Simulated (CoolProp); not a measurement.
Vapour-liquid equilibrium of p-xylene (1) + n-nonane (2) at 339.7 K; x and y are mole fractions of (1).

Values from CoolProp's multi-fluid Helmholtz-energy mixture model, Zhou 2012 and Lemmon 2006; pair parameters Bell 2016.

### Question
Give the bubble pressure and the first vapour's composition at x = 0.125, 0.275, 0.35. Is there an azeotrope?

### Answer
x = 0.125: 0.005967 MPa, y = 0.205; x = 0.275: 0.006568 MPa, y = 0.396; x = 0.35: 0.006849 MPa, y = 0.478. No azeotrope shows between x = 0.05 and 0.95.

Pair parameters are fitted to limited data, so mixtures are less certain than the pure fluids.
